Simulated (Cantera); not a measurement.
Cantera run:

```python
import numpy as np
import cantera as ct

gas_names = """
    B BH BH2 BH3 BO BO2 B2 B2O B2O2 B2O3 B3O3H3 H HBO HBO2 HO2 H2 H2O H2O2 H3B3O6 O OH O2 O3
""".split()
cond_names = """
    B(b) B(L) B2O3(L) B3O3H3(cr) H2O(s) H2O(L)
""".split()


# ... load() reads the species with a 1 bar reference pressure and builds the phases ...
atoms = {
    'B2O3': {'B': 2, 'O': 3},
    'H2O': {'H': 2, 'O': 1},
    'H2': {'H': 2},
}
top_T = {}  # K; cautious upper limits of use, not melting points


# ... equilibrate(T, P, feed) seeds the gas with the atoms and calls Mixture.equilibrate('TP', solver="vcs", rtol=1e-11, max_steps=5000) ...
results = []
feed = {'B2O3': 1, 'H2O': 0.14, 'H2': 18}  # mol
P = 4000  # Pa
for T in [975, 1050, 1125, 1200, 1275, 1350, 1425, 1500, 1575, 1650, 1725]:
    mix = equilibrate(T, P, feed)
    results.append((T, P, feed, dict(zip(mix.species_names, mix.species_moles))))

top = {s: max(r[3][s] / sum(r[3][g] for g in gas_names) for r in results) for s in gas_names}
cols = sorted((s for s in top if top[s] > 0.0001), key=lambda s: -top[s])[:7]
seen = [c for c in cond_names if any(r[3].get(c, 0) > 1e-12 for r in results)]
print("log10 of partial pressures in bar; condensed amounts in mol")
print(f"{'T/K':>10s}" + "".join(f"{s[:9]:>10s}" for s in cols + seen))
for T, P, feed, n in results:
    ng = sum(n[g] for g in gas_names)
    print(f"{T:10.4g}" + "".join(f"{np.log10(max(n[s] / ng * P / 1e5, 1e-99)):10.3f}" for s in cols)
          + "".join(f"{n.get(c, 0):10.4g}" for c in seen))
```

Result:

```
log10 of partial pressures in bar; condensed amounts in mol
       T/K        H2      HBO2      B2O3       HBO       H2O      B2O2         H   B2O3(L)
       975    -1.401    -6.571   -12.009    -9.915    -3.511   -16.589    -9.642    0.9998
      1050    -1.401    -5.905   -10.487    -8.800    -3.512   -14.559    -8.792    0.9996
      1125    -1.401    -5.334    -9.176    -7.837    -3.514   -12.807    -8.053    0.9989
      1200    -1.401    -4.840    -8.036    -6.998    -3.521   -11.277    -7.405    0.9967
      1275    -1.402    -4.414    -7.036    -6.255    -3.538    -9.923    -6.833    0.9911
      1350    -1.402    -4.049    -6.153    -5.587    -3.577    -8.704    -6.324    0.9788
      1425    -1.403    -3.745    -5.367    -4.973    -3.651    -7.578    -5.867    0.9548
      1500    -1.404    -3.501    -4.664    -4.397    -3.770    -6.518    -5.456    0.9088
      1575    -1.408    -3.295    -4.031    -3.866    -3.908    -5.535    -5.085    0.8085
      1650    -1.417    -3.085    -3.459    -3.416    -3.982    -4.702    -4.750    0.5479
      1725    -1.435    -2.884    -3.017    -3.106    -3.950    -4.133    -4.449         0
```

These are equilibrium values from Cantera (NASA tables, ideal gas, pure condensed phases), not measurements of a reactor. Gases not in the tables: H3BO3.
